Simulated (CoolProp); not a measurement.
Saturation properties of methane.

Computed with CoolProp (reference Helmholtz-energy equation of state, Setzmann 1991).

| T (K) | p (MPa) | enthalpy of vaporisation (kJ/kg) | liquid cp (kJ/(kg K)) | surface tension (mN/m) | liquid conductivity (mW/(m K)) |
|---|---|---|---|---|---|
| 122.9 | 0.2339 | 488.4 | 3.577 | 10.7 | 168 |
| 126.5 | 0.2960 | 480.4 | 3.616 | 10.1 | 163 |
| 130.2 | 0.3717 | 471.5 | 3.661 | 9.37 | 158 |
| 133.8 | 0.4584 | 462.4 | 3.710 | 8.70 | 152 |
| 137.4 | 0.5591 | 452.6 | 3.767 | 8.03 | 147 |
| 141.1 | 0.6784 | 441.9 | 3.834 | 7.36 | 142 |
| 144.7 | 0.8114 | 430.6 | 3.910 | 6.72 | 137 |
| 148.4 | 0.9666 | 418.2 | 4.002 | 6.06 | 132 |
| 152 | 1.137 | 405.2 | 4.109 | 5.44 | 126 |
| 155.6 | 1.328 | 391.2 | 4.238 | 4.83 | 121 |
| 159.3 | 1.548 | 375.4 | 4.400 | 4.21 | 116 |
| 162.9 | 1.785 | 358.7 | 4.599 | 3.63 | 111 |
| 166.6 | 2.055 | 339.7 | 4.863 | 3.04 | 106 |
| 170.2 | 2.345 | 319.1 | 5.210 | 2.49 | 100 |

It boils at 111.7 K under 1 atm.

Thermal conductivity comes from a separate model (Friend 1989). Surface tension comes from a separate correlation (Mulero 2012).
